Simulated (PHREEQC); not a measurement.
Make-up at 49 °C and 10 atm: 0.046 mol NaHSO4, 0.022 mol KOH and 3.7e-05 mol LiCl per kg of water. Closed to the air; pH follows from the charge balance.

Model: ion-association model, phreeqc.dat, run in PHREEQC.

```csv
quantity,before,after
pH,2.14,3.66
Na+ (mol/kgw),0.0436,0.000459
SO4-2 (mol/kgw),0.0265,0.000444
K+ (mol/kgw),0.0201,0.000219
HSO4- (mol/kgw),0.0152,1.44e-5
```

Which change was made?
A. diluted 100-fold with water
B. KOH from 0.022 to 0.044 mol/kgw
C. LiCl left out
D. diluted 5-fold with water

A, diluted 100-fold with water

No solid was allowed to form. At this temperature some constants are extrapolated from 25 °C, and those without enthalpy data are left unchanged.
